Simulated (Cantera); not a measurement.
Input: 1 mol SiCl4, 0.57 mol Cl2, 0.44 mol H2, at 100000 Pa.

Equilibrium computed with Cantera from the NASA thermochemical tables; the gas is ideal and each condensed phase is pure. Candidate condensed phases: Si; 19 gas species. Equilibrium is a limit: real reactors are often held back by kinetics, nucleation or transport. All values below are at 1075 °C.

Base state: SiCl4 0.496, HCl 0.437, Cl2 0.0622, Cl 0.00468 (mole fractions); condensed: gas only.

**Question.** What changes in the equilibrium state with this change: pressure from 100000 Pa to 13300 Pa?

**Answer.** 
```tsv
species	before	after
SiCl4	0.496	0.494
HCl	0.437	0.435
Cl2	0.0622	0.0581
Cl	0.00468	0.0124
SiCl3	5.48e-6	1.55e-5
```
The tables' values for SiCl3 are old estimates; treat these amounts as uncertain.
